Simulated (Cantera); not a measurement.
Input (Python, Cantera) and output of one run.

```python
import numpy as np
import cantera as ct

gas_names = """
    CL CLO CL2 Cs CsCL CsO CsOH Cs2 Cs2CL2 Cs2O Cs2O2H2 H HCL HOCL HO2 H2 H2O H2O2 O OH O2 O3
""".split()
cond_names = """
    Cs(cr) Cs(L) CsCL(a) CsCL(b) CsCL(L) CsOH(a) CsOH(b) CsOH(c) CsOH(L) H2O(s) H2O(L)
""".split()


# ... load() reads the species with a 1 bar reference pressure and builds the phases ...
atoms = {
    'CsCl': {'Cs': 1, 'CL': 1},
    'H2O': {'H': 2, 'O': 1},
    'H2': {'H': 2},
}
top_T = {}  # K; cautious upper limits of use, not melting points


# ... equilibrate(T, P, feed) seeds the gas with the atoms and calls Mixture.equilibrate('TP', solver="vcs", rtol=1e-11, max_steps=5000) ...
results = []
feed = {'CsCl': 1, 'H2O': 13, 'H2': 110}  # mol
P = 5900  # Pa
for T in [1475, 1575, 1675, 1775, 1875, 1975, 2075]:
    mix = equilibrate(T, P, feed)
    results.append((T, P, feed, dict(zip(mix.species_names, mix.species_moles))))
    x = sorted(zip(gas.X, gas.species_names), reverse=True)
    print(f"T = {T:g} K  P = {P:g} Pa  gas = {mix.phase_moles(0):.4g} mol")
    print("   x: " + "  ".join(f"{s} {v:.3e}" for v, s in x if v > 0.0001))
    print("   condensed (mol): " + ("  ".join(f"{mix.phase(i).name} {mix.phase_moles(i):.4g}"
          for i in range(1, mix.n_phases) if mix.phase_moles(i) > 1e-12) or "none"))
```

Output:

```
T = 1475 K  P = 5900 Pa  gas = 124 mol
   x: H2 8.869e-01  H2O 1.047e-01  CsCL 7.791e-03  HCL 2.665e-04  Cs 1.528e-04  CsOH 1.137e-04
   condensed (mol): none
T = 1575 K  P = 5900 Pa  gas = 124 mol
   x: H2 8.867e-01  H2O 1.047e-01  CsCL 7.627e-03  HCL 4.328e-04  Cs 2.920e-04  H 1.611e-04  CsOH 1.409e-04
   condensed (mol): none
T = 1675 K  P = 5900 Pa  gas = 124.1 mol
   x: H2 8.862e-01  H2O 1.046e-01  CsCL 7.389e-03  HCL 6.705e-04  Cs 5.042e-04  H 4.500e-04  CsOH 1.666e-04
   condensed (mol): none
T = 1775 K  P = 5900 Pa  gas = 124.1 mol
   x: H2 8.853e-01  H2O 1.045e-01  CsCL 7.064e-03  H 1.121e-03  HCL 9.915e-04  Cs 8.027e-04  CsOH 1.898e-04
   condensed (mol): none
T = 1875 K  P = 5900 Pa  gas = 124.2 mol
   x: H2 8.836e-01  H2O 1.044e-01  CsCL 6.645e-03  H 2.537e-03  HCL 1.401e-03  Cs 1.194e-03  CsOH 2.098e-04
   condensed (mol): none
T = 1975 K  P = 5900 Pa  gas = 124.4 mol
   x: H2 8.805e-01  H2O 1.042e-01  CsCL 6.132e-03  H 5.286e-03  HCL 1.895e-03  Cs 1.678e-03  CsOH 2.259e-04
   condensed (mol): none
T = 2075 K  P = 5900 Pa  gas = 124.8 mol
   x: H2 8.753e-01  H2O 1.038e-01  H 1.026e-02  CsCL 5.535e-03  HCL 2.457e-03  Cs 2.241e-03  CsOH 2.373e-04  OH 1.389e-04
   condensed (mol): none
```

Cantera equilibrium calculation (NASA polynomials, part measured and part estimated; ideal gas, pure solids and liquids).
